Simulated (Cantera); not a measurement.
## Hydrocarbon pyrolysis for carbon deposition

An isothermal, constant-pressure homogeneous reactor starts with C₂H₆ : N₂ = 1 : 27 (molar parts), at 2023 K and 150000 Pa.

Cantera simulation using GRI-Mech 3.0 (53 species, 325 reactions); the numbers are that mechanism's predictions, not measurements. GRI-Mech 3.0 stops at C3 and has no aromatics, soot or wall deposition, so with more carbon than oxygen in the feed, carbon stays in small species such as C2H2 where larger ones or solid carbon would form.

```csv
t (s),x C₂H₆,x C₂H,x CH₃,x HCN,x CH₂,x C₂H₄
5.00e-5,1.69e-5,4.55e-6,0.00116,4.69e-5,9.03e-6,0.000902
0.000147,6.76e-6,3.50e-6,0.000723,4.96e-5,4.57e-6,0.000187
0.000431,3.07e-6,3.58e-6,0.000490,5.40e-5,3.23e-6,8.58e-5
0.00126,7.96e-7,3.80e-6,0.000252,6.25e-5,1.81e-6,3.52e-5
0.00371,1.23e-7,3.96e-6,9.95e-5,7.44e-5,7.59e-7,2.15e-5
0.0109,1.51e-8,4.04e-6,3.48e-5,8.82e-5,2.73e-7,1.96e-5
0.0320,2.18e-9,4.06e-6,1.27e-5,0.000104,1.00e-7,1.95e-5
0.0938,8.23e-10,4.06e-6,7.01e-6,0.000125,5.57e-8,1.95e-5
0.275,7.52e-10,4.06e-6,6.59e-6,0.000176,5.24e-8,1.95e-5
0.808,7.54e-10,4.05e-6,6.60e-6,0.000324,5.25e-8,1.94e-5
2.37,7.63e-10,4.03e-6,6.67e-6,0.000724,5.30e-8,1.93e-5
6.96,7.75e-10,3.97e-6,6.76e-6,0.00171,5.38e-8,1.90e-5
20.4,7.77e-10,3.84e-6,6.81e-6,0.00381,5.42e-8,1.84e-5
60.0,7.49e-10,3.60e-6,6.72e-6,0.00775,5.35e-8,1.73e-5
```
x: mole fraction; the columns are a selection and need not sum to one.

Equilibrium at this temperature and pressure: C₂H₆ 1.80e-10, C₂H 8.22e-7, CH₃ 3.33e-6, HCN 0.0532, CH₂ 2.65e-8, C₂H₄ 3.95e-6 (gas phase only).
